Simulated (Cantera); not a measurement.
A closed system holds: 1 mol Pb, 18 mol H2O, 10 mol H2, held at 1350 K and 0.133 bar.

These are equilibrium values from Cantera (NASA tables, ideal gas, pure condensed phases), not measurements of a reactor. Candidate condensed phases: H2O, Pb, PbO, PbO2, Pb3O4; 12 gas species. Kinetics and transport are ignored.

Base state: H2O 0.621, H2 0.345, Pb 0.0345 (mole fractions); condensed: gas only.

**Question.** What changes in the equilibrium state with this change: temperature from 1350 K to 1000 K?

**Answer.** 
```
species     before     after
----------  ------  --------
H2O          0.621     0.643
H2           0.345     0.357
Pb          0.0345  0.000121
Pb(l), mol       0     0.997
```
